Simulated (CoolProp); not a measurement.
Nitrous oxide at several states: density (kg/m³) from the reference equation and from simpler models built on Tc = 309.5 K, pc = 7.245 MPa, ω = 0.161; each cubic takes its own stable root.

Values from CoolProp's reference Helmholtz-energy equation of state, Lemmon 2006. It is a short technical equation, of lower accuracy than the large ones.

```tsv
T (K)	p (MPa)	phase	reference
354.4	20.8	supercritical	635.9
483.9	8.6	supercritical	102.1
310.4	20.4	supercritical	852.4
```

How far does each simpler model (ideal gas, van der Waals, Soave-Redlich-Kwong) lie from the reference over these 3 states: mean and median of the absolute difference, and the worst?


- ideal gas: mean 39.4 %, median 51.1 %, worst -59.2 % at 310.4 K and 20.4 MPa
- van der Waals: mean 15.6 %, median 15.9 %, worst -27.4 % at 310.4 K and 20.4 MPa
- Soave-Redlich-Kwong: mean 7.6 %, median 9.5 %, worst -11.6 % at 354.4 K and 20.8 MPa
